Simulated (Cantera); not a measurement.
A Cantera script and its output.

```python
import numpy as np
import cantera as ct

gas = ct.Solution("gri30.yaml")
gas.TPX = 1525, 1333, {'CH4': 0.015, 'H2': 1, 'CO2': 0.021}
reactor = ct.IdealGasConstPressureReactor(gas, energy="off", clone=False)
net = ct.ReactorNet([reactor])
net.rtol, net.atol = 1e-08, 1e-18
show = ['CH4', 'H2', 'CO2', 'C2H4', 'C2H2', 'CO', 'C2H']
times = np.geomspace(2e-05, 3, 13)

steps = ct.SolutionArray(gas, extra=["t"])
rows = []
print(f"{'t/s':>10s}{'T/K':>9s}{'P/Pa':>11s}" + "".join(f"{s:>11s}" for s in show))
for t in times:
    while net.time < t:
        t_next = net.step()
        steps.append(gas.state, t=t_next)
    rows.append([np.interp(t, steps.t, y) for y in (steps.T, steps.P, *steps(*show).X.T)])
    print(f"{t:10.3e}{rows[-1][0]:9.1f}{rows[-1][1]:11.4g}" + "".join(f"{x:11.3e}" for x in rows[-1][2:]))
rate = np.gradient(steps.T, steps.t)
print("integrator steps:", len(steps.t))
if steps.T.max() > steps.T[0] + 200:
    print(f"time of steepest temperature rise: {steps.t[rate.argmax()]:.4e} s")
gas.TPX = 1525, 1333, {'CH4': 0.015, 'H2': 1, 'CO2': 0.021}
gas.equilibrate("TP")
print(f"equilibrium (TP): T = {gas.T:.1f} K  " + "  ".join(f"{s} {gas[s].X[0]:.3e}" for s in show))
```

It prints:

```
       t/s      T/K       P/Pa        CH4         H2        CO2       C2H4       C2H2         CO        C2H
 2.000e-05   1525.0       1333  1.448e-02  9.653e-01  2.027e-02  5.854e-19  5.390e-24  2.832e-12  4.988e-35
 5.400e-05   1525.0       1333  1.448e-02  9.653e-01  2.027e-02  1.850e-17  4.430e-22  2.212e-11  1.257e-32
 1.458e-04   1525.0       1333  1.448e-02  9.653e-01  2.027e-02  4.612e-16  3.216e-20  1.796e-10  2.818e-30
 3.936e-04   1525.0       1333  1.448e-02  9.653e-01  2.027e-02  8.183e-15  1.654e-18  1.448e-09  4.276e-28
 1.063e-03   1525.0       1333  1.448e-02  9.653e-01  2.027e-02  1.416e-13  7.729e-17  1.115e-08  5.599e-26
 2.869e-03   1525.0       1333  1.448e-02  9.653e-01  2.027e-02  2.638e-12  3.913e-15  8.318e-08  7.781e-24
 7.746e-03   1525.0       1333  1.448e-02  9.652e-01  2.027e-02  5.052e-11  2.107e-13  6.106e-07  1.130e-21
 2.091e-02   1525.0       1333  1.448e-02  9.652e-01  2.027e-02  9.868e-10  1.259e-11  4.464e-06  1.825e-19
 5.646e-02   1525.0       1333  1.447e-02  9.652e-01  2.024e-02  1.941e-08  8.864e-10  3.252e-05  3.466e-17
 1.524e-01   1525.0       1333  1.446e-02  9.650e-01  2.004e-02  3.507e-07  7.381e-08  2.340e-04  7.663e-15
 4.116e-01   1525.0       1333  1.443e-02  9.636e-01  1.871e-02  3.386e-06  4.622e-06  1.556e-03  1.153e-12
 1.111e+00   1525.0       1333  1.426e-02  9.581e-01  1.321e-02  7.531e-06  7.362e-05  7.055e-03  2.886e-11
 3.000e+00   1525.0       1333  1.371e-02  9.496e-01  4.412e-03  8.185e-06  3.365e-04  1.585e-02  1.388e-10
integrator steps: 538
equilibrium (TP): T = 1525.0 K  CH4 3.063e-09  H2 9.605e-01  CO2 7.243e-05  C2H4 3.985e-16  C2H2 1.412e-13  CO 3.370e-02  C2H 6.513e-20
```

Cantera simulation using GRI-Mech 3.0 (53 species, 325 reactions); the numbers are that mechanism's predictions, not measurements. Radical loss at walls, strong at low pressure, is not modelled.
